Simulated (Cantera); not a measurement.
What does this Cantera script print?

```python
import numpy as np
import cantera as ct

gas = ct.Solution("gri30.yaml")
gas.TPX = 1198, 140000, {'CO': 1, 'H2': 0.14, 'CH4': 0.052, 'O2': 0.613, 'N2': 2.3}
reactor = ct.IdealGasReactor(gas, energy="on", clone=False)
net = ct.ReactorNet([reactor])
net.rtol, net.atol = 1e-08, 1e-16
show = ['CO', 'H2', 'CH4', 'H2O2', 'NO', 'H']
times = np.geomspace(2e-06, 0.1, 13)

steps = ct.SolutionArray(gas, extra=["t"])
rows = []
print(f"{'t/s':>10s}{'T/K':>9s}{'P/Pa':>11s}" + "".join(f"{s:>11s}" for s in show))
for t in times:
    while net.time < t:
        t_next = net.step()
        steps.append(gas.state, t=t_next)
    rows.append([np.interp(t, steps.t, y) for y in (steps.T, steps.P, *steps(*show).X.T)])
    print(f"{t:10.3e}{rows[-1][0]:9.1f}{rows[-1][1]:11.4g}" + "".join(f"{x:11.3e}" for x in rows[-1][2:]))
rate = np.gradient(steps.T, steps.t)
print("integrator steps:", len(steps.t))
if steps.T.max() > steps.T[0] + 200:
    print(f"time of steepest temperature rise: {steps.t[rate.argmax()]:.4e} s")
gas.TPX = 1198, 140000, {'CO': 1, 'H2': 0.14, 'CH4': 0.052, 'O2': 0.613, 'N2': 2.3}
gas.equilibrate("UV")
print(f"equilibrium (UV): T = {gas.T:.1f} K  " + "  ".join(f"{s} {gas[s].X[0]:.3e}" for s in show))
```

It prints:

```
       t/s      T/K       P/Pa         CO         H2        CH4       H2O2         NO          H
 2.000e-06   1198.0    1.4e+05  2.436e-01  3.410e-02  1.267e-02  5.171e-13  9.064e-20  2.353e-09
 4.927e-06   1198.0    1.4e+05  2.436e-01  3.410e-02  1.267e-02  3.966e-12  6.217e-19  9.273e-09
 1.214e-05   1198.0    1.4e+05  2.436e-01  3.410e-02  1.267e-02  4.455e-11  6.832e-18  4.291e-08
 2.991e-05   1198.0    1.4e+05  2.436e-01  3.410e-02  1.267e-02  1.115e-09  6.491e-16  5.318e-07
 7.368e-05   1203.6  1.406e+05  2.433e-01  3.372e-02  1.232e-02  1.025e-06  5.512e-11  1.600e-04
 1.815e-04   2767.1  3.019e+05  1.215e-01  5.420e-03  8.287e-16  1.710e-07  8.884e-04  6.304e-03
 4.472e-04   2886.5  3.121e+05  1.123e-01  4.798e-03  1.608e-15  2.329e-07  7.144e-03  4.355e-03
 1.102e-03   2878.0   3.11e+05  1.124e-01  4.843e-03  1.682e-15  2.227e-07  1.251e-02  4.251e-03
 2.714e-03   2876.5  3.108e+05  1.125e-01  4.852e-03  1.697e-15  2.208e-07  1.349e-02  4.232e-03
 6.687e-03   2876.4  3.108e+05  1.125e-01  4.852e-03  1.697e-15  2.208e-07  1.350e-02  4.232e-03
 1.648e-02   2876.4  3.108e+05  1.125e-01  4.852e-03  1.697e-15  2.208e-07  1.350e-02  4.232e-03
 4.059e-02   2876.4  3.108e+05  1.125e-01  4.852e-03  1.697e-15  2.208e-07  1.350e-02  4.232e-03
 1.000e-01   2876.4  3.108e+05  1.125e-01  4.852e-03  1.697e-15  2.208e-07  1.350e-02  4.232e-03
integrator steps: 1596
time of steepest temperature rise: 1.0653e-04 s
equilibrium (UV): T = 2876.4 K  CO 1.125e-01  H2 4.852e-03  CH4 2.352e-15  H2O2 2.208e-07  NO 1.350e-02  H 4.232e-03
```

Detailed kinetics in Cantera: GRI-Mech 3.0 (53 species, 325 reactions).
